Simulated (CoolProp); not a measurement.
Vapour-liquid equilibrium of carbon dioxide (1) + hydrogen sulfide (2) at 1.33 MPa; x and y are mole fractions of (1).

Computed with CoolProp (multi-fluid Helmholtz-energy mixture model, Span 1996 and Lemmon 2006; pair parameters Kunz 2012).

```tsv
x	bubble temperature (K)	y at the bubble point	dew temperature at overall composition x (K)	liquid density (mol/L)
0.05	273.9	0.221	280.3	24.38
0.15	262.6	0.478	276.6	24.94
0.25	255.9	0.609	272.7	25.05
0.35	…	0.685	268.5	24.89
0.45	248.8	0.737	264.0	24.58
0.55	246.7	0.778	259.0	24.23
0.65	245.1	0.816	…	23.94
0.75	243.7	0.855	248.1	23.79
0.85	242.4	0.902	243.8	23.88
0.95	241.4	0.962	241.6	…
```

### Question
Some entries are withheld; supply them.

### Answer

- 0.35, bubble temperature (K): 251.7
- 0.65, dew temperature at overall composition x (K): 253.6
- 0.95, liquid density (mol/L): 24.28

No azeotrope shows between x = 0.05 and 0.95.

The pair parameters rest on a limited set of measurements; away from them the model extrapolates.
